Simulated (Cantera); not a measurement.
Input: 1 mol CH₃Cl, 0.2 mol F₂, equilibrated at 2.40 mbar.

Cantera equilibrium calculation (NASA polynomials, part measured and part estimated; ideal gas, pure solids and liquids). Candidate condensed phases: C, C₆H₆, C₇H₈, C₈H₁₈; 135 gas species. Ions and electrons are included (thermal ionisation). Kinetics and transport are ignored.

Problem. What share of the C ends up in condensed phases as a function of T (K), at 2000, 2500, 3000, 3500, 4000, 4500, 5000?

Solution. 
| T (K) | C condensed (%) | as |
|---|---|---|
| 2000 | 99.9 | C(graphite) |
| 2500 | 98.2 | C(graphite) |
| 3000 | 0.0 | - |
| 3500 | 0.0 | - |
| 4000 | 0.0 | - |
| 4500 | 0.0 | - |
| 5000 | 0.0 | - |
